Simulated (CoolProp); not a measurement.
The numbers come from the reference Helmholtz-energy equation of state, Lemmon 2006 in CoolProp. It is a short technical equation, of lower accuracy than the large ones.

For CH3F (R41), give the phase and the density (kg/m³), cv (kJ/(kg K)), speed of sound (m/s), Joule-Thomson coefficient (K/MPa) at 169.7 K and 21.5 bar; 141.8 K and 145 bar; 327 K and 64.5 bar.


- 169.7 K and 21.5 bar: liquid; density 934, cv 1.34, speed of sound 1230, Joule-Thomson coefficient -0.340
- 141.8 K and 145 bar: liquid; density 995, cv 1.45, speed of sound 1430, Joule-Thomson coefficient -0.364
- 327 K and 64.5 bar: supercritical; density 182, cv 1.43, speed of sound 221, Joule-Thomson coefficient 9.79
